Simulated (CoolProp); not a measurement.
Values from CoolProp's reference Helmholtz-energy equation of state, Leachman 2009.

Q: Give the vapour pressure (kPa), vapour density (kg/m³), liquid cp (kJ/(kg K)), vapour viscosity (µPa s) of saturated normal hydrogen at -247.15 °C.

A: 
| T (°C) | p (kPa) | vapour density (kg/m³) | liquid cp (kJ/(kg K)) | vapour viscosity (µPa s) |
|---|---|---|---|---|
| -247.15 | 394 | 4.77 | 14.5 | 1.34 |

Viscosity comes from a separate model (Muzny 2013).
